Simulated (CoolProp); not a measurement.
Vapour-liquid equilibrium of methanol (1) + water (2) at 3.73 bar; x and y are mole fractions of (1).

Model: multi-fluid Helmholtz-energy mixture model, de Reuck 1993 and Wagner 2002; pair parameters Bell 2016, in CoolProp.

```csv
x,bubble temperature (K),y at the bubble point,dew temperature at overall composition x (K),liquid density (mol/L)
0.05,409.3,0.165,412.8,[?]
0.2,398.7,[?],408.2,42.26
0.35,[?],[?],403.1,36.87
0.5,386.4,0.750,397.5,32.41
0.65,382.3,0.835,391.1,28.69
0.8,378.9,0.908,384.0,25.56
0.95,375.8,[?],377.0,22.92
```

### Question
What belongs in the gaps?

### Answer

- 0.05, liquid density (mol/L): 48.84
- 0.2, y at the bubble point: 0.469
- 0.35, bubble temperature (K): 391.6
- 0.35, y at the bubble point: 0.639
- 0.95, y at the bubble point: 0.977

No azeotrope shows between x = 0.05 and 0.95.

The pair parameters rest on a limited set of measurements; away from them the model extrapolates.
